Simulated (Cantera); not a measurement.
An isothermal, constant-pressure homogeneous reactor starts with H2 : O2 = 0.2 : 1 (molar parts), at 925 K and 0.00197 atm.

Model: the H2/O2 subset of GRI-Mech 3.0, which has no nitrogen chemistry, integrated in Cantera. Radical loss at walls, strong at low pressure, is not modelled. Below about 950 K walls govern HO2 and H2O2 in real vessels. The temperature is held fixed by assumption; the heat of reaction is taken as removed at once.

One state of this run: x H2 = 1.19e-7; x O2 = 0.818; x H2O2 = 3.10e-9; x H2O = 0.182; x H = 5.99e-9. x: mole fraction; the columns are a selection and need not sum to one.

**Question.** Which value of t (s) does it belong to?
A) 0.128
B) 0.00356
C) 1.39
D) 50.0

**Answer.** D, 50.0
